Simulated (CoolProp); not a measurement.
Vapour-liquid equilibrium of R22 (1) + R134a (2) at 266.7 K; x and y are mole fractions of (1).

Values from CoolProp's multi-fluid Helmholtz-energy mixture model, Kamei 1995 and Tillner-Roth 1994; pair parameters Bell 2016.

### Question
Give the bubble pressure and the first vapour's composition at x = 0.05, 0.35, 0.95. Is there an azeotrope?

### Answer
x = 0.05: 0.2415 MPa, y = 0.090; x = 0.35: 0.3006 MPa, y = 0.481; x = 0.95: 0.3945 MPa, y = 0.965. No azeotrope shows between x = 0.05 and 0.95.

The pair parameters rest on a limited set of measurements; away from them the model extrapolates.
